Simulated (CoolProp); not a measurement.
A single-stage vapour-compression cycle with ethanol: evaporating at 328.15 K (dew point), condensing at 376.15 K (bubble point), superheat 8 K, subcooling 8 K, compressor efficiency 0.75, no pressure losses. Each further row changes one setting.

Computed with CoolProp (reference Helmholtz-energy equation of state, Schroeder 2014).

```csv
case,cooling COP,pressure ratio,discharge temperature (K),refrigerating effect (kJ/kg),volumetric capacity (kJ/m³)
as stated,?,6.67,437.2,781,486
evaporating temperature 333.15 K,5.35,?,430.5,?,?
condensing temperature 371.15 K,?,5.62,427.9,796,496
subcooling 13 K,?,6.67,437.2,796,496
superheat 18 K,?,6.67,447.8,797,?
compressor efficiency 0.65,4.04,6.67,450.1,781,486
```

Task: Fill in the missing entries.

Result: 
- as stated, cooling COP: 4.67
- evaporating temperature 333.15 K, pressure ratio: 5.31
- evaporating temperature 333.15 K, refrigerating effect (kJ/kg): 788
- evaporating temperature 333.15 K, volumetric capacity (kJ/m³): 609
- condensing temperature 371.15 K, cooling COP: 5.27
- subcooling 13 K, cooling COP: 4.76
- superheat 18 K, cooling COP: 4.62
- superheat 18 K, volumetric capacity (kJ/m³): 481
